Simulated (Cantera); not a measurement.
**Adiabatic ignition**

An adiabatic, constant-volume homogeneous reactor starts with 13.7 % CH4, 9.15 % CO, 17.8 % O2, 53.1 % N2, 6.28 % H2O, equivalence ratio 1.8, at 1275 K and 1.09 atm.

Model: GRI-Mech 3.0 (53 species, 325 reactions), integrated in Cantera.

| t (s) | T (K) | P (bar) | x CH4 | x CO | x O2 | x C2H | x CH2CO | x HO2 | x NO |
|---|---|---|---|---|---|---|---|---|---|
| 1.00e-6 | 1275 | 1.10 | 0.137 | 0.0915 | 0.178 | <1e-12 | <1e-12 | 4.64e-9 | <1e-12 |
| 3.40e-6 | 1275 | 1.10 | 0.137 | 0.0915 | 0.178 | <1e-12 | <1e-12 | 1.55e-8 | <1e-12 |
| 1.15e-5 | 1275 | 1.10 | 0.137 | 0.0915 | 0.178 | <1e-12 | <1e-12 | 4.97e-8 | <1e-12 |
| 3.92e-5 | 1275 | 1.10 | 0.137 | 0.0915 | 0.178 | <1e-12 | 2.85e-12 | 1.39e-7 | <1e-12 |
| 0.000133 | 1275 | 1.10 | 0.137 | 0.0915 | 0.178 | <1e-12 | 3.88e-11 | 2.72e-7 | <1e-12 |
| 0.000452 | 1275 | 1.10 | 0.137 | 0.0915 | 0.178 | <1e-12 | 5.63e-10 | 3.32e-7 | <1e-12 |
| 0.00153 | 1275 | 1.10 | 0.137 | 0.0915 | 0.178 | <1e-12 | 6.57e-9 | 4.92e-7 | <1e-12 |
| 0.00521 | 1278 | 1.10 | 0.136 | 0.0915 | 0.177 | <1e-12 | 5.80e-8 | 1.17e-6 | <1e-12 |
| 0.0177 | 1303 | 1.12 | 0.133 | 0.0915 | 0.175 | <1e-12 | 3.30e-6 | 5.87e-6 | <1e-12 |
| 0.0601 | 2788 | 2.67 | 5.67e-12 | 0.159 | 0.000670 | <1e-12 | <1e-12 | 6.69e-7 | 0.00160 |
| 0.204 | 2788 | 2.67 | 5.67e-12 | 0.159 | 0.000670 | <1e-12 | <1e-12 | 6.69e-7 | 0.00160 |
| 0.694 | 2788 | 2.67 | 5.67e-12 | 0.159 | 0.000670 | <1e-12 | <1e-12 | 6.69e-7 | 0.00160 |
| 2.36 | 2788 | 2.67 | 5.67e-12 | 0.159 | 0.000670 | <1e-12 | <1e-12 | 6.69e-7 | 0.00160 |
| 8.00 | 2788 | 2.67 | 5.67e-12 | 0.159 | 0.000670 | <1e-12 | <1e-12 | 6.69e-7 | 0.00160 |
x: mole fraction; the columns are a selection and need not sum to one.

time of steepest temperature rise: 26.1 ms
temperature at 8.00 s: 2788 K
equilibrium temperature: 2788 K
x(CH4) at 8.00 s: 5.67e-12 (gas-phase equilibrium 6.54e-12)
x(CO) at 8.00 s: 0.159 (gas-phase equilibrium 0.159)
x(O2) at 8.00 s: 0.000670 (gas-phase equilibrium 0.000670)
